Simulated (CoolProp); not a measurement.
The fluid at 298.15 K and 0.0516 MPa expands adiabatically to 0.00646 MPa with isentropic efficiency 0.8. The same conditions are run with several fluids, on thermodynamics alone (safety and materials aside).

Computed with CoolProp (reference Helmholtz-energy equation of state of each fluid (R245ca: Zhou 2016; carbon monoxide: Lemmon 2006; R1224YDZ: Akasaka 2023; dimethyl ether: Wu 2011; chlorine: Thol 2021)).

Q: Rank R245ca, carbon monoxide, R1224YDZ, dimethyl ether, chlorine by work (kJ/kg), highest first.

A: carbon monoxide (111), dimethyl ether (77.6), chlorine (45.2), R245ca (28.2), R1224YDZ (25.3)

```
fluid            final temperature (K)  final density (kg/m³)
---------------  ---------------------  ---------------------
R245ca                           263.8                  0.396
carbon monoxide                  191.3                  0.114
R1224YDZ                         261.4                  0.444
dimethyl ether                   239.6                  0.150
chlorine                         199.5                  0.277
```
